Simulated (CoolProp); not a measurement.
Vapour-liquid equilibrium of R22 (1) + n-hexane (2) at 187 kPa; x and y are mole fractions of (1).

The numbers come from the multi-fluid Helmholtz-energy mixture model, Kamei 1995 and Thol 2019; pair parameters Bell 2016 in CoolProp.

```tsv
x	bubble temperature (K)	y at the bubble point	dew temperature at overall composition x (K)	liquid density (mol/L)
0.05	327.0	0.669	360.8	7.464
0.2	280.1	0.958	354.6	8.654
0.35	265.2	0.984	347.5	9.632
0.5	258.3	0.991	339.2	10.67
0.65	254.3	0.994	328.6	11.86
0.8	251.0	0.996	313.6	13.30
0.95	247.6	0.999	283.4	15.10
```

No azeotrope shows between x = 0.05 and 0.95.

Pair parameters are fitted to limited data, so mixtures are less certain than the pure fluids.
